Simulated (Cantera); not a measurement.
Charge: 1 mol SiHCl3, 0.55 mol NH3, 14 mol N2, equilibrated at 750 Torr.

These are equilibrium values from Cantera (NASA tables, ideal gas, pure condensed phases), not measurements of a reactor. Candidate condensed phases: NH4Cl, Si, Si3N4; 28 gas species. The tables' values for SiCl3 are old estimates; treat these amounts as uncertain. Rates play no part. All values below are at 1525 K.

Base state: N2 0.845, HCl 0.106, H2 0.0276, SiCl4 0.0148, SiCl3 0.00367, SiCl2 0.00270, SiHCl3 0.000435, Cl 1.21e-5 (mole fractions); condensed: Si3N4(s).

Question: What changes in the equilibrium state with this change: NH3 from 0.55 to 14 mol?

Answer: 
```csv
species,before,after
N2,0.845,0.469
H2,0.0276,0.462
HCl,0.106,0.0689
SiCl4,0.0148,1.39e-5
SiCl2,0.00270,0.000101
SiCl3,0.00367,2.17e-5
NH3,2.42e-7,1.24e-5
SiHCl3,0.000435,1.05e-5
Cl,1.21e-5,1.92e-6
"Si3N4(s), mol",0.215,0.331
```

Question: What changes in the equilibrium state with this change: pressure from 750 Torr to 5.03 Torr?

Answer: 
```json
[
 {"species": "N2", "before": "0.845", "after": "0.835"},
 {"species": "HCl", "before": "0.106", "after": "0.0862"},
 {"species": "SiCl2", "before": "0.00270", "after": "0.0394"},
 {"species": "SiCl4", "before": "0.0148", "after": "0.000746"},
 {"species": "H2", "before": "0.0276", "after": "0.0354"},
 {"species": "H", "before": "3.93e-6", "after": "5.43e-5"},
 {"species": "SiHCl3", "before": "0.000435", "after": "3.46e-5"},
 {"species": "Si3N4(s), mol", "before": "0.215", "after": "0.0892"}
]
```
